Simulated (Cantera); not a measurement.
A closed system holds: 1 mol Ni, 0.0046 mol H₂S, 4.8 mol H₂, equilibrated at 1125 °C and 1400 Pa.

Method: chemical equilibrium by Gibbs-energy minimisation in Cantera with the NASA 1993 tables (ideal gas, pure condensed phases). Candidate condensed phases: Ni, NiS, NiS₂, Ni₃S₂, Ni₃S₄, S; 9 gas species. Rates play no part.

Base state: H₂ 0.999, H₂S 0.000940, H 4.00e-5, SH 1.35e-5 (mole fractions); condensed: Ni(s).

Q: What changes in the equilibrium state with this change: temperature from 1125 °C to 1477 °C?

A: 
```
species       before     after
----------  --------  --------
H₂             0.999     0.997
H            4.00e-5   0.00196
H₂S         0.000940  0.000707
Ni           3.12e-7  0.000440
NiS          2.26e-8   1.02e-5
S            1.25e-7   1.93e-5
S₂           1.66e-6   2.17e-5
SH           1.35e-5  0.000176
Ni(s), mol     1.000         0
Ni(l), mol         0     0.998
```
